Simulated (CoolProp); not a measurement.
Vapour-liquid equilibrium of benzene (1) + cyclohexane (2) at 216.95 °C; x and y are mole fractions of (1).

The numbers come from the multi-fluid Helmholtz-energy mixture model, Thol 2012 and Zhou 2014; pair parameters Bell 2016 in CoolProp.

```csv
x,bubble pressure (kPa),y at the bubble point,dew pressure at overall composition x (kPa),liquid density (mol/L)
0.05,1771,0.059,1767,6.576
0.15,1818,0.170,(withheld),6.679
0.25,1858,0.274,1849,(withheld)
0.35,1889,0.373,1883,(withheld)
0.45,1912,0.467,1909,7.048
0.55,1927,0.559,1926,(withheld)
0.65,1933,0.651,1933,7.358
0.75,1929,0.744,1929,7.536
0.85,1915,0.841,1913,7.730
0.95,1889,0.944,1887,7.940
```

Task: Fill in the missing entries.

Result: 
- 0.15, dew pressure at overall composition x (kPa): 1810
- 0.25, liquid density (mol/L): 6.790
- 0.35, liquid density (mol/L): 6.913
- 0.55, liquid density (mol/L): 7.196

y crosses x between x = 0.65 and 0.75: the model has an azeotrope there.

The pair parameters rest on a limited set of measurements; away from them the model extrapolates.
